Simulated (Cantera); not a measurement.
Mixture: 5.01 % CH₄, 10.4 % O₂, 70.1 % N₂, 14.5 % H₂O, at 400000 Pa, adiabatic and at constant volume. Ignition delay is the time to a rise of 400 K.

Cantera simulation using GRI-Mech 3.0 (53 species, 325 reactions); the numbers are that mechanism's predictions, not measurements.

**Question.** Predict: delay at 1175 K; delay at 1325 K; delay at 1475 K; delay at 1625 K; delay at 1775 K; apparent activation energy between 1700 and 1850 K.

**Answer.** 
```json
{
 "delay at 1175 K": "32.3 ms",
 "delay at 1325 K": "5.81 ms",
 "delay at 1475 K": "1.13 ms",
 "delay at 1625 K": "0.240 ms",
 "delay at 1775 K": "63.5 µs",
 "apparent activation energy between 1700 and 1850 K": "210 kJ/mol"
}
```
